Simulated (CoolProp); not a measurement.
A closed Brayton cycle with carbon dioxide: compressor inlet 326.15 K and 8.9 MPa, high pressure 19.5 MPa, turbine inlet 800 K, compressor efficiency 0.85, turbine efficiency 0.9, recuperator effectiveness 0.8 (on enthalpy, no pinch check). Each further row changes one setting.

Computed with CoolProp (reference Helmholtz-energy equation of state, Span 1996).

```csv
case,thermal efficiency (%),net work (kJ/kg),compressor to turbine work,compressor exit (K),turbine exit (K)
as stated,26.1,64.2,0.36,388.6,707.2
turbine inlet 750 K,25.0,…,0.39,388.6,…
compressor inlet 336.15 K,…,58.7,…,404.5,707.2
high pressure 16.6 MPa,23.6,53.2,…,…,725.9
recuperator effectiveness 0.5,…,64.2,0.36,388.6,707.2
```

Q: Some entries are withheld; supply them.

A: 
- turbine inlet 750 K, net work (kJ/kg): 57.1
- turbine inlet 750 K, turbine exit (K): 660.6
- compressor inlet 336.15 K, thermal efficiency (%): 25.3
- compressor inlet 336.15 K, compressor to turbine work: 0.42
- high pressure 16.6 MPa, compressor to turbine work: 0.35
- high pressure 16.6 MPa, compressor exit (K): 375.5
- recuperator effectiveness 0.5, thermal efficiency (%): 17.9
